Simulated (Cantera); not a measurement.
A perfectly stirred reactor is fed with C₂H₆ : H₂ = 1 : 19 (molar parts), at 8.25 Torr; it is held at 1700 K, and followed from long to short residence time.

Detailed kinetics in Cantera: GRI-Mech 3.0 (53 species, 325 reactions). GRI-Mech 3.0 stops at C3 and has no aromatics, soot or wall deposition, so with more carbon than oxygen in the feed, carbon stays in small species such as C2H2 where larger ones or solid carbon would form. Radical loss at walls, strong at low pressure, is not modelled.

Task: What does this change do: temperature 1700 to 1925 K?

Result: 
| quantity | before | after |
|---|---|---|
| x(C₂H₆) at τ = 1.10 s | 1.55e-5 | 2.26e-6 |
| x(H₂) at τ = 1.10 s | 0.942 | 0.945 |
| x(H) at τ = 1.10 s | 0.00180 | 0.00690 |
| x(C₂H₂) at τ = 1.10 s | 0.0366 | 0.0426 |
| x(CH₂) at τ = 1.10 s | 1.14e-6 | 5.90e-6 |
| x(C₂H₆) at τ = 25.0 ms | 0.000441 | 9.95e-5 |
| x(H₂) at τ = 25.0 ms | 0.925 | 0.930 |
| x(H) at τ = 25.0 ms | 0.00289 | 0.00682 |
| x(C₂H₂) at τ = 25.0 ms | 0.0211 | 0.0294 |
| x(CH₂) at τ = 25.0 ms | 5.31e-6 | 2.21e-5 |

Task: What does this change do: pressure from 8.25 Torr to 1.13 Torr?

Result: 
```json
[
 {"quantity": "x(C₂H₆) at τ = 1.10 s", "before": "1.55e-5", "after": "5.95e-5"},
 {"quantity": "x(H₂) at τ = 1.10 s", "before": "0.942", "after": "0.935"},
 {"quantity": "x(H) at τ = 1.10 s", "before": "0.00180", "after": "0.00325"},
 {"quantity": "x(C₂H₂) at τ = 1.10 s", "before": "0.0366", "after": "0.0313"},
 {"quantity": "x(CH₂) at τ = 1.10 s", "before": "1.14e-6", "after": "4.49e-6"},
 {"quantity": "x(C₂H₆) at τ = 25.0 ms", "before": "0.000441", "after": "0.00185"},
 {"quantity": "x(H₂) at τ = 25.0 ms", "before": "0.925", "after": "0.917"},
 {"quantity": "x(H) at τ = 25.0 ms", "before": "0.00289", "after": "0.00467"},
 {"quantity": "x(C₂H₂) at τ = 25.0 ms", "before": "0.0211", "after": "0.0120"},
 {"quantity": "x(CH₂) at τ = 25.0 ms", "before": "5.31e-6", "after": "1.29e-5"}
]
```
